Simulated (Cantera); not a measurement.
# Equilibrium for fluorocarbon and chlorocarbon gases: CH2F2 + H2 + CH4

A closed system holds: 1 mol CH2F2, 1.6 mol H2, 0.058 mol CH4, equilibrated at 3202 °C.

Cantera equilibrium calculation (NASA polynomials, part measured and part estimated; ideal gas, pure solids and liquids). Candidate condensed phases: C, C6H6, C7H8, C8H18; 95 gas species. Equilibrium is a limit: real reactors are often held back by kinetics, nucleation or transport.

| P (Pa) | log p H | log p HF | log p F | log p H2 | log p C | log p C2H2 (acetylene) | log p C3 | log p C2H | log p C2 | n C(graphite) |
|---|---|---|---|---|---|---|---|---|---|---|
| 1 | -5.19 | -8.43 | -5.63 | -9.88 | -5.90 | <-17 | -11.52 | -13.00 | -9.17 | 0 |
| 3.60 | -4.64 | -7.32 | -5.07 | -8.77 | -5.35 | -14.95 | -9.86 | -11.33 | -8.06 | 0 |
| 13 | -4.08 | -6.21 | -4.52 | -7.65 | -4.80 | -12.73 | -8.20 | -9.67 | -6.96 | 0 |
| 46 | -3.53 | -5.13 | -3.99 | -6.56 | -4.26 | -10.57 | -6.60 | -8.06 | -5.89 | 0 |
| 170 | -2.97 | -4.05 | -3.47 | -5.43 | -3.77 | -8.45 | -5.10 | -6.50 | -4.89 | 0 |
| 600 | -2.43 | -3.10 | -3.06 | -4.36 | -3.40 | -6.64 | -4.00 | -5.22 | -4.16 | 0 |
| 2200 | -1.90 | -2.28 | -2.78 | -3.29 | -3.12 | -5.00 | -3.16 | -4.13 | -3.60 | 0 |
| 7700 | -1.41 | -1.61 | -2.59 | -2.31 | -2.90 | -3.60 | -2.51 | -3.21 | -3.16 | 0 |
| 28000 | -0.97 | -0.97 | -2.40 | -1.43 | -2.72 | -2.35 | -1.96 | -2.40 | -2.80 | 0 |
| 100000 | -0.60 | -0.36 | -2.16 | -0.69 | -2.60 | -1.38 | -1.62 | -1.80 | -2.57 | 0.0554 |
log p: log10 of the partial pressure in bar; n: condensed amount in mol.

From 0.00750 Torr to 210 Torr nothing is condensed. At 750 Torr the condensed part is C(graphite). The main C-bearing gas is C at 0.00750 Torr and C2H2 (acetylene) at 750 Torr.
